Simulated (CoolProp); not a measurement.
Hexamethyldisiloxane (MM) along the isobar 2690 kPa: Z from the reference equation and from simpler models built on Tc = 518.7 K, pc = 1931 kPa, ω = 0.418; each cubic takes its own stable root.

Values from CoolProp's reference Helmholtz-energy equation of state, Thol 2016.

```tsv
T (K)	phase	reference	van der Waals	Peng-Robinson
515	liquid	0.2263	0.3292	0.2408
523.7	supercritical	…	0.3372	0.2629
532.5	supercritical	0.2683	0.3483	0.3005
541.2	supercritical	0.3414	0.3637	0.3652
550	supercritical	0.4412	…	0.4443
558.7	supercritical	0.5130	…	0.5081
567.5	supercritical	0.5669	0.4640	0.5586
576.2	supercritical	0.6090	0.5099	…
585	supercritical	0.6443	0.5505	…
593.7	supercritical	…	0.5843	0.6631
602.5	supercritical	0.7001	0.6133	0.6892
611.2	supercritical	…	0.6381	0.7122
620	supercritical	…	0.6600	0.7330
```

### Question
What belongs in the gaps?

### Answer

- 523.7, reference: 0.2402
- 550, van der Waals: 0.3864
- 558.7, van der Waals: 0.4195
- 576.2, Peng-Robinson: 0.5992
- 585, Peng-Robinson: 0.6337
- 593.7, reference: 0.6740
- 611.2, reference: 0.7229
- 620, reference: 0.7434
